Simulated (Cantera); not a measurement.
A closed system holds: 1 mol FeS₂, 0.55 mol H₂, 0.54 mol H₂O, held at 1425 K and 0.0133 bar.

These are equilibrium values from Cantera (NASA tables, ideal gas, pure condensed phases), not measurements of a reactor. Candidate condensed phases: Fe, FeO, Fe(OH)₂, Fe(OH)₃, FeS, FeSO₄, FeS₂, Fe₂O₃, Fe₂(SO₄)₃, Fe₃O₄, H₂O, H₂SO₄, S; 22 gas species. FeS: taken at fixed stoichiometry. Rates play no part.

Base state: H₂O 0.337, H₂ 0.284, S₂ 0.275, H₂S 0.0916, SO₂ 0.00763, SH 0.00331, SO 0.000959, S₂O 0.000573 (mole fractions); condensed: FeS(s).

### Question
What changes in the equilibrium state with this change: FeS₂ replaced by CuO?

### Answer
| species | before | after |
|---|---|---|
| H₂O | 0.337 | 0.998 |
| O₂ | <1e-9 | 0.00150 |
| Cu | 0 | 0.000163 |
| H₂ | 0.284 | 0.000147 |
| S₂ | 0.275 | 0 |
| H₂S | 0.0916 | 0 |
| SO₂ | 0.00763 | 0 |
| SH | 0.00331 | 0 |
| FeS(s), mol | 1.000 | 0 |
| Cu(l), mol | 0 | 0.106 |
| Cu₂O(s), mol | 0 | 0.447 |
Mutual solubility and eutectic melting of coexisting phases are not modelled. Further candidate phases: Cu, CuO, Cu(OH)₂, Cu₂O.

### Question
What changes in the equilibrium state with this change: H₂ from 0.55 to 3 mol?

### Answer
```csv
species,before,after
H₂,0.284,0.671
H₂O,0.337,0.141
H₂S,0.0916,0.112
S₂,0.275,0.0733
SO₂,0.00763,0.000123
S₂O,0.000573,2.70e-5
SO,0.000959,8.75e-5
S,7.40e-5,3.82e-5
"FeS(s), mol",1.000,1.000
```

### Question
What changes in the equilibrium state with this change: H₂O from 0.54 to 1.1 mol?

### Answer
```json
[
 {"species": "H₂O", "before": "0.337", "after": "0.483"},
 {"species": "H₂", "before": "0.284", "after": "0.236"},
 {"species": "S₂", "before": "0.275", "after": "0.193"},
 {"species": "SO₂", "before": "0.00763", "after": "0.0190"},
 {"species": "H₂S", "before": "0.0916", "after": "0.0639"},
 {"species": "SO", "before": "0.000959", "after": "0.00138"},
 {"species": "SH", "before": "0.00331", "after": "0.00253"},
 {"species": "FeS(s), mol", "before": "1.000", "after": "1.000"}
]
```
